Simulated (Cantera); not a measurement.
Mixture: CH3OH : O2 : N2 = 1 : 2.68 : 13.1 (molar parts), at 6230 Torr, adiabatic and at constant volume. Ignition delay is the time to a rise of 400 K.

Computed with Cantera and GRI-Mech 3.0 (53 species, 325 reactions). GRI-Mech 3.0 was tuned for natural gas; its chemistry of methanol as a main component is partial and can be far from experiment.

### Question
Predict: delay at 1398 K; delay at 1473 K; delay at 1548 K; delay at 1623 K; delay at 1698 K; apparent activation energy between 1548 and 1698 K.

### Answer
```json
{
  "delay at 1398 K": "0.126 ms",
  "delay at 1473 K": "56.6 µs",
  "delay at 1548 K": "28.3 µs",
  "delay at 1623 K": "15.4 µs",
  "delay at 1698 K": "8.98 µs",
  "apparent activation energy between 1548 and 1698 K": "170 kJ/mol"
}
```
